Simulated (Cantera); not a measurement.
An isothermal, constant-pressure homogeneous reactor starts with NH₃ : N₂ = 1 : 23 (molar parts), at 1723 K and 2670 Pa.

Cantera simulation using the gas-phase N/H chemistry of the illustrative SiF4/NH3 mechanism in the Surface Chemkin manual (1991); the numbers are that mechanism's predictions, not measurements. Walls and surfaces, which speed up NH3 decomposition in real reactors, are not modelled.

### Question
Predict: x(NH₃) at 200 s; x(H₂) at 200 s; x(N₂) at 200 s; x(H) at 200 s; x(NH) at 200 s.

### Answer
| Item | Value |
|---|---|
| x(NH₃) at 200 s | 2.40e-5 (gas-phase equilibrium 1.29e-8) |
| x(H₂) at 200 s | 0.0598 (gas-phase equilibrium 0.0599) |
| x(N₂) at 200 s | 0.940 (gas-phase equilibrium 0.940) |
| x(H) at 200 s | 0.000219 (gas-phase equilibrium 0.000275) |
| x(NH) at 200 s | 4.64e-8 (gas-phase equilibrium 3.94e-11) |
